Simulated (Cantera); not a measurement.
Cantera with NASA thermochemical tables; ideal gases at 1 bar, condensed phases pure. Values are per mole of reaction as written; species without (g) are pure solids or liquids, kept so even where they would boil at 1 bar. ZrN: taken at fixed stoichiometry.

2 ZrO2(g) + 4 H2O(g) + N2(g) = 8 OH(g) + 2 ZrN

| T (K) | ΔH° (kJ) | ΔS° (J/K) | ΔG° (kJ) | log10 K |
|---|---|---|---|---|
| 2748 | ? | ? | ? | ? |
| 2773 | ? | ? | ? | ? |
| 2798 | ? | ? | ? | ? |
| 2823 | 1234.8 | 160.0 | 783.0 | -14.49 |
| 2848 | 1236.0 | 160.5 | 779.0 | -14.29 |
| 2873 | ? | ? | ? | ? |

Complete the blanks.


- 2748, ΔH° (kJ): 1231.2
- 2748, ΔS° (J/K): 158.8
- 2748, ΔG° (kJ): 795.0
- 2748, log10 K: -15.11
- 2773, ΔH° (kJ): 1232.4
- 2773, ΔS° (J/K): 159.2
- 2773, ΔG° (kJ): 791.0
- 2773, log10 K: -14.90
- 2798, ΔH° (kJ): 1233.6
- 2798, ΔS° (J/K): 159.6
- 2798, ΔG° (kJ): 787.0
- 2798, log10 K: -14.69
- 2873, ΔH° (kJ): 1237.3
- 2873, ΔS° (J/K): 160.9
- 2873, ΔG° (kJ): 775.0
- 2873, log10 K: -14.09
